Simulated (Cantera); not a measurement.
An isothermal plug-flow reactor at 925 K and 5.00 bar (inlet), inlet velocity 3.3 m/s, active area per volume 130 1/m; feed CO : O2 : N2 = 0.0021 : 0.16 : 0.79 (molar parts), equivalence ratio 0.0066.

Detailed kinetics in Cantera: Deutschmann's 1995 Pt surface mechanism with GRI-Mech 3.0 gas chemistry. Catalytic surfaces can have several steady states; this one follows from the mechanism file's or the stated starting coverage. Mass transfer to the wall is taken as infinitely fast.

Problem. What does this change do: inlet velocity 3.3 to 6 m/s?

Solution. 
```tsv
quantity	before	after
x(CO) at z = 0.037 m	0.000337	0.000758
x(O2) at z = 0.037 m	0.167	0.167
x(H2O) at z = 0.037 m	<1e-12	<1e-12
x(CO2) at z = 0.037 m	0.00187	0.00145
θ(free Pt) at the exit	0.0601	0.0613
θ(O*) at the exit	0.940	0.939
```
